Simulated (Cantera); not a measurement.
An adiabatic, constant-pressure homogeneous reactor starts with H₂ : O₂ : N₂ : H₂O = 1 : 0.617 : 2.32 : 0.76 (molar parts), at 1373 K and 0.550 bar.

Computed with Cantera and the H2/O2 subset of GRI-Mech 3.0, which has no nitrogen chemistry.

Task: Predict: time of steepest temperature rise; temperature at 2.00 s; equilibrium temperature; x(H₂) at 2.00 s; x(O₂) at 2.00 s; x(H₂O) at 2.00 s; x(H₂O₂) at 2.00 s; x(O) at 2.00 s; x(H) at 2.00 s; x(HO₂) at 2.00 s.

Result: time of steepest temperature rise: 45.6 µs
temperature at 2.00 s: 2517 K
equilibrium temperature: 2517 K
x(H₂) at 2.00 s: 0.0189 (gas-phase equilibrium 0.0189)
x(O₂) at 2.00 s: 0.0308 (gas-phase equilibrium 0.0308)
x(H₂O) at 2.00 s: 0.379 (gas-phase equilibrium 0.379)
x(H₂O₂) at 2.00 s: 3.60e-7 (gas-phase equilibrium 3.60e-7)
x(O) at 2.00 s: 0.00375 (gas-phase equilibrium 0.00375)
x(H) at 2.00 s: 0.00506 (gas-phase equilibrium 0.00506)
x(HO₂) at 2.00 s: 5.93e-6 (gas-phase equilibrium 5.93e-6)
